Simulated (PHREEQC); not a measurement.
## Reverse-osmosis permeate: speciation

A made-up water analysis in mg/kgw, 85 °C, pH 5.84, pe 1.6:

```tsv
constituent	mg/kgw
Na	2.41
K	3.71
Ca	4.13
Mg	0.291
Cl	4.73
S(6) as SO4	0.144
Alkalinity as HCO3	18.6
Fe(2)	0.00901
N(-3) as NH4	0.02
```

Valence states are taken as typed.

All values are PHREEQC results (ion-association model, phreeqc.dat), not measurements.

Precipitation was switched off in this run.

Q: What specific conductance does the model give?

A: specific conductance 130 µS/cm.

Q: In which forms is Fe present?

A: Fe+2 96 %, FeHCO3+ 2.6 %, FeOH+ 0.8 % of the Fe.

Constants without temperature data keep their 25 °C values here.
